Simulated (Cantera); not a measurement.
Input (Python, Cantera) and output of one run.

```python
import numpy as np
import cantera as ct

gas_names = [...]  # 110 gases of nasa_gas.yaml made of C, H, O
cond_names = """
    C(gr) C6H6(L) C7H8(L) C8H18(L),n-octa H2O(s) H2O(L)
""".split()


# ... load() reads the species with a 1 bar reference pressure and builds the phases ...
atoms = {
    'C2H2': {'C': 2, 'H': 2},
    'H2O': {'H': 2, 'O': 1},
}
top_T = {'C(gr)': 4500}  # K; cautious upper limits of use, not melting points


# ... equilibrate(T, P, feed) seeds the gas with the atoms and calls Mixture.equilibrate('TP', solver="vcs", rtol=1e-11, max_steps=5000) ...
results = []
feed = {'C2H2': 1, 'H2O': 1.8}  # mol
P = 1000  # Pa
for T in [1398, 1498, 1598, 1698, 1798, 1898, 1998, 2098, 2198, 2298, 2398, 2498, 2598]:
    mix = equilibrate(T, P, feed)
    results.append((T, P, feed, dict(zip(mix.species_names, mix.species_moles))))

top = {s: max(r[3][s] / sum(r[3][g] for g in gas_names) for r in results) for s in gas_names}
cols = sorted((s for s in top if top[s] > 1e-06), key=lambda s: -top[s])[:8]
seen = [c for c in cond_names if any(r[3].get(c, 0) > 1e-12 for r in results)]
print("log10 of partial pressures in bar; condensed amounts in mol")
print(f"{'T/K':>10s}" + "".join(f"{s[:9]:>10s}" for s in cols + seen))
for T, P, feed, n in results:
    ng = sum(n[g] for g in gas_names)
    print(f"{T:10.4g}" + "".join(f"{np.log10(max(n[s] / ng * P / 1e5, 1e-99)):10.3f}" for s in cols)
          + "".join(f"{n.get(c, 0):10.4g}" for c in seen))
```

Result:

```
log10 of partial pressures in bar; condensed amounts in mol
       T/K        H2        CO         H C2H2,acet       C2H        C3         C      C4H2     C(gr)
      1398    -2.216    -2.407    -6.433    -7.826   -15.063   -19.847   -18.590   -13.860       0.2
      1498    -2.216    -2.408    -5.873    -7.271   -13.658   -17.777   -16.798   -12.743    0.1999
      1598    -2.216    -2.408    -5.382    -6.786   -12.430   -15.969   -15.230   -11.768    0.1998
      1698    -2.216    -2.408    -4.948    -6.359   -11.347   -14.378   -13.848   -10.909    0.1996
      1798    -2.217    -2.408    -4.562    -5.980   -10.386   -12.968   -12.620   -10.147     0.199
      1898    -2.219    -2.409    -4.217    -5.644    -9.528   -11.709   -11.523    -9.468    0.1979
      1998    -2.223    -2.410    -3.906    -5.343    -8.757   -10.579   -10.535    -8.860    0.1958
      2098    -2.230    -2.413    -3.627    -5.075    -8.062    -9.559    -9.643    -8.314    0.1921
      2198    -2.242    -2.417    -3.375    -4.838    -7.434    -8.635    -8.832    -7.824    0.1863
      2298    -2.260    -2.423    -3.149    -4.629    -6.865    -7.793    -8.092    -7.385    0.1773
      2398    -2.289    -2.433    -2.947    -4.450    -6.350    -7.023    -7.414    -6.996    0.1645
      2498    -2.331    -2.446    -2.769    -4.301    -5.884    -6.317    -6.791    -6.654     0.147
      2598    -2.391    -2.464    -2.615    -4.184    -5.465    -5.667    -6.216    -6.360    0.1229
```

Equilibrium computed with Cantera from the NASA thermochemical tables; the gas is ideal and each condensed phase is pure.
